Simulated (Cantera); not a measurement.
Pyrogenic steam for wet oxidation

An isothermal, constant-pressure homogeneous reactor starts with 35.5 % H2, 32.3 % O2, 32.3 % N2, equivalence ratio 0.55, at 900 K and 510 Torr.

Detailed kinetics in Cantera: the H2/O2 subset of GRI-Mech 3.0, which has no nitrogen chemistry. Below about 950 K walls govern HO2 and H2O2 in real vessels. The temperature is held fixed by assumption; the heat of reaction is taken as removed at once.

```
t (s)         x H2   x O2    x H2O2      x OH     x HO2
--------  --------  -----  --------  --------  --------
0.000100     0.355  0.323  1.99e-12  2.30e-12  9.62e-10
0.000335     0.355  0.323  2.94e-11  2.52e-12   3.92e-9
0.00112      0.355  0.323  3.76e-10  2.97e-12   1.46e-8
0.00377      0.355  0.323   4.87e-9  4.93e-12   5.91e-8
0.0126       0.355  0.323   8.81e-8  2.08e-11   3.94e-7
0.0423       0.355  0.323   9.35e-6  6.62e-10   9.28e-6
0.142        0.352  0.321  0.000726   2.79e-8   5.46e-5
0.475        0.311  0.303   0.00218   4.67e-8   6.78e-5
1.59         0.211  0.263   0.00187   4.44e-8   6.09e-5
5.34        0.0375  0.192  0.000513   6.73e-8   3.44e-5
17.9      0.000653  0.177   2.05e-6   1.50e-8   2.14e-6
60.0       6.82e-5  0.176   5.10e-8   3.64e-9   3.29e-7
```
x: mole fraction; the columns are a selection and need not sum to one.

Equilibrium at this temperature and pressure: H2 4.01e-12, O2 0.176, H2O2 1.02e-10, OH 2.88e-8, HO2 2.61e-10 (gas phase only).
